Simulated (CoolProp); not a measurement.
Saturated liquid density (kg/m³) of dimethyl carbonate: the reference equation beside estimates from Tc = 557.0 K, pc = 49.09 bar, ω = 0.346.

Model: reference Helmholtz-energy equation of state, Zhou 2011, in CoolProp.

```
T (K)  reference  van der Waals  Peng-Robinson
-----  ---------  -------------  -------------
391.7      932.3          543.4          941.9
396.3      925.3          539.5          934.6
400.9      918.2          535.4          927.0
405.5      911.1          531.3          919.3
410.1      903.9          527.1          911.4
414.7      896.6          522.9          903.3
419.3      889.2          518.5          894.9
423.8      881.9          514.2          886.5
428.4      874.3          509.7          877.7
433        866.6          505.1          868.6
437.6      858.8          500.5          859.2
```

Absolute difference from the reference over all 11 rows, mean and median: van der Waals 41.7 and 41.7 %, Peng-Robinson 0.7 and 0.7 %.
